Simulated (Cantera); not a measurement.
Input: 1 mol Ta, 0.14 mol CO2, 4 mol N2O, held at 7.60e-6 bar.

These are equilibrium values from Cantera (NASA tables, ideal gas, pure condensed phases), not measurements of a reactor. Candidate condensed phases: C, Ta, TaC, Ta2O5; 27 gas species. The numbers say what is thermodynamically allowed, not how fast it happens.

x: gas mole fraction; n: condensed amount in mol.

```
T (K)   x N2         x O        x O2      x TaO2       x TaO       x CO2        x CO  n Ta2O5(s)
-----  -----  ----------  ----------  ----------  ----------  ----------  ----------  ----------
825    0.818    3.57e-11       0.153      <1e-12      <1e-12      0.0286    1.18e-12       0.500
1025   0.818     4.69e-8       0.153      <1e-12      <1e-12      0.0286     3.70e-9       0.500
1225   0.818  (withheld)       0.153      <1e-12      <1e-12      0.0286  (withheld)       0.500
1425   0.818    0.000197       0.153    1.57e-11      <1e-12      0.0286     3.97e-5       0.500
1625   0.816     0.00275       0.151     5.86e-8      <1e-12      0.0279    0.000716       0.500
1825   0.805      0.0210       0.142     3.48e-5    3.51e-10      0.0225     0.00575       0.500
2025   0.763  (withheld)  (withheld)  (withheld)  (withheld)  (withheld)      0.0173       0.484
2225   0.570       0.224      0.0381       0.143    0.000295     0.00140      0.0186           0
2425   0.550       0.284     0.00623       0.134     0.00397    0.000170      0.0191           0
2625   0.532       0.313     0.00110       0.101      0.0320     2.46e-5      0.0186           0
```

Task: Some entries are withheld; supply them.

Result: 
- 1225, x O: 5.98e-6
- 1225, x CO: 8.24e-7
- 2025, x O: 0.0945
- 2025, x O2: 0.104
- 2025, x TaO2: 0.00601
- 2025, x TaO: 9.16e-7
- 2025, x CO2: 0.00947
